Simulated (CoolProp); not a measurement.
Vapour-liquid equilibrium of carbon dioxide (1) + dimethyl ether (2) at -36.25 °C; x and y are mole fractions of (1).

Computed with CoolProp (multi-fluid Helmholtz-energy mixture model, Span 1996 and Wu 2011; pair parameters Bell 2016).

```csv
x,"bubble pressure, mixture model (bar)","bubble pressure, Raoult's law (bar)","y, mixture model","y, Raoult's law"
0.05,0.9415,1.143,…,0.503
0.2,2.124,2.779,0.766,0.828
0.35,…,4.415,…,0.912
0.5,…,6.051,0.939,0.951
0.65,6.986,7.687,…,0.973
0.8,8.905,9.323,0.986,0.987
0.95,…,10.96,0.997,0.997
```

**Question.** Some entries are withheld; supply them.

**Answer.** 
- 0.05, y, mixture model: 0.389
- 0.35, bubble pressure, mixture model (bar): 3.539
- 0.35, y, mixture model: 0.884
- 0.5, bubble pressure, mixture model (bar): 5.174
- 0.65, y, mixture model: 0.968
- 0.95, bubble pressure, mixture model (bar): 10.86

The largest gap from Raoult's law is -23.6 % in bubble pressure, at x = 0.2. No azeotrope shows between x = 0.05 and 0.95.

The pair parameters rest on a limited set of measurements; away from them the model extrapolates.
